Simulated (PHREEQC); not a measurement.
A solution holds 4.6 mol CaCl2 and 0.0094 mol H3BO3 per kg of water, at 3.5 °C. Closed to the air; pH follows from the charge balance.

The numbers come from PHREEQC with the Pitzer model, pitzer.dat.

```json
[
 {"quantity": "pH", "before": "2.80", "after": "5.09"},
 {"quantity": "ionic strength (mol/kgw)", "before": "13.8", "after": "13.8"}
]
```

Q: Name the change that produced these shifts.
A) H3BO3 from 0.0094 to 0.0141 mol/kgw
B) CaCl2 from 4.6 to 4.14 mol/kgw
C) CaCl2 replaced by MgCl2 at the same molality
D) temperature from 3.5 to 35 °C
E) H3BO3 left out

A: E, H3BO3 left out

This is a speciation only: nothing precipitates in the calculation. In brines, pH and single-ion activities rest on the MacInnes convention. At this temperature some constants are extrapolated from 25 °C, and those without enthalpy data are left unchanged.
